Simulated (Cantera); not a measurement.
**Premixed flame**

A freely propagating, adiabatic, planar premixed flame of 38.7 % H2, 12.9 % O2, 48.4 % N2, unburnt at 600 K and 1.01 bar; mixture-averaged transport, grid criteria slope 0.08 and curve 0.16, no radiation.

Cantera simulation using the H2/O2 subset of GRI-Mech 3.0, which has no nitrogen chemistry; the numbers are that mechanism's predictions, not measurements. Burning velocities carry a grid error of a few per cent, more on coarse grids.

```
z (mm)  T (K)  u (m/s)   x H2     x O2   x H2O2      x OH       x H     x H2O
------  -----  -------  -----  -------  -------  --------  --------  --------
-1.34     600     9.00  0.387    0.129    <1e-8     <1e-8     <1e-8     <1e-8
-0.895    600     9.00  0.387    0.129    <1e-8     <1e-8     <1e-8     <1e-8
-0.671    600     9.00  0.387    0.129    <1e-8     <1e-8     <1e-8     <1e-8
-0.447    600     9.00  0.387    0.129    <1e-8     <1e-8   4.88e-8   4.84e-8
-0.224    614     9.18  0.384    0.129  2.48e-6   5.41e-5  0.000224  0.000610
-0.112    815     11.9  0.354    0.124  1.06e-5  0.000743   0.00828    0.0178
0        1253     17.8  0.238   0.0815  3.23e-6   0.00343    0.0536     0.108
0.112    1560     21.9  0.137   0.0229  1.91e-6   0.00801    0.0896     0.217
0.224    1694     23.6  0.118  0.00869  1.23e-6    0.0100    0.0896     0.245
0.447    1833     25.3  0.121  0.00524  7.05e-7    0.0114    0.0764     0.254
0.895    1979     27.0  0.127  0.00375  3.79e-7    0.0119    0.0603     0.261
1.79     2121     28.6  0.132  0.00238  2.06e-7    0.0112    0.0447     0.269
3.58     2246     30.0  0.136  0.00131  1.19e-7   0.00948    0.0313     0.277
```
x: mole fraction of selected species; z is measured from the peak of heat release.

- laminar burning velocity: 900 cm/s
- thermal thickness: 0.447 mm
- peak x(H2O2): 1.10e-5
- peak x(OH): 0.0119
- peak x(H): 0.0917
- grid points: 141
